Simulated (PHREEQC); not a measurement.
Solution (10 °C): 0.06 mol HF, 0.017 mol NH4F and 0.00028 mol (NH4)2SiF6 per kg of water. Closed to the air; pH follows from the charge balance.

The numbers come from PHREEQC with the ion-association model, wateq4f.dat.

Each row changes one thing in this solution. This is a speciation only: nothing precipitates in the calculation.

```
case                                                 pH  ionic strength (mol/kgw)  HF (mol/kgw)  F- (mol/kgw)  H2F2 (mol/kgw)  HF2- (mol/kgw)
-------------------------------------------------  ----  ------------------------  ------------  ------------  --------------  --------------
as made                                            2.63                    0.0205        0.0405        0.0173         0.00725         0.00234
diluted 5-fold with water                          2.77                   0.00540       0.00926       0.00508        0.000377        0.000156
(NH4)2SiF6 replaced by NaHF2 at the same molality  2.63                    0.0199        0.0407        0.0175         0.00731         0.00237
(NH4)2SiF6 from 0.00028 to 0.0028 mol/kgw          2.62                    0.0281        0.0405        0.0174         0.00724         0.00235
(NH4)2SiF6 replaced by NaBF4 at the same molality  2.63                    0.0199        0.0405        0.0173         0.00725         0.00233
diluted 100-fold with water                        3.43                  0.000555      0.000231      0.000555         2.34e-7         4.25e-7
NH4F left out                                      2.21                   0.00758        0.0391       0.00596         0.00671        0.000774
(NH4)2SiF6 left out                                2.63                    0.0196        0.0405        0.0173         0.00725         0.00233
```

wateq4f.dat counts part of the HF as a dimer, H2F2, which phreeqc.dat doesn't know; its constant is uncertain. At this temperature some constants are extrapolated from 25 °C, and those without enthalpy data are left unchanged. Real BF4- forms and hydrolyses slowly; the run takes it at equilibrium.
